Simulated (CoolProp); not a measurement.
Vapour-liquid equilibrium of R22 (1) + R123 (2) at 315 K; x and y are mole fractions of (1).

Model: multi-fluid Helmholtz-energy mixture model, Kamei 1995 and Younglove 1994; pair parameters Bell 2016, in CoolProp.

| x | bubble pressure (MPa) | y at the bubble point | dew pressure at overall composition x (MPa) | liquid density (mol/L) |
|---|---|---|---|---|
| 0.05 | 0.2231 | 0.286 | 0.1721 | 9.442 |
| 0.2 | 0.4160 | 0.657 | 0.2015 | 9.934 |
| 0.35 | 0.6231 | 0.802 | 0.2427 | 10.45 |
| 0.5 | 0.8357 | 0.877 | 0.3047 | 11.00 |
| 0.65 | 1.052 | 0.925 | 0.4090 | 11.58 |
| 0.8 | 1.275 | 0.960 | 0.6195 | 12.17 |
| 0.95 | 1.516 | 0.990 | 1.205 | 12.76 |

No azeotrope shows between x = 0.05 and 0.95.

Pair parameters are fitted to limited data, so mixtures are less certain than the pure fluids.
